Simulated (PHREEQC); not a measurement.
Dissolve 140 mmol/kgw NaHF2 and 0.23 mmol/kgw Cd(NO3)2 at 25 °C. Closed to the air; pH follows from the charge balance.

Computed with PHREEQC (ion-association model, phreeqc.dat).

```csv
quantity,before,after
pH,3.02,2.99
F- (mol/kgw),0.0988,0.133
HF2- (mol/kgw),0.0380,0.0702
```

**Question.** Which change was made?
A. Cd(NO3)2 replaced by CdBr2 at the same molality
B. Cd(NO3)2 left out
C. temperature from 25 to 5 °C
D. NaHF2 from 0.14 to 0.21 mol/kgw
E. Cd(NO3)2 replaced by CdSO4 at the same molality

**Answer.** D, NaHF2 from 0.14 to 0.21 mol/kgw

This is a speciation only: nothing precipitates in the calculation.
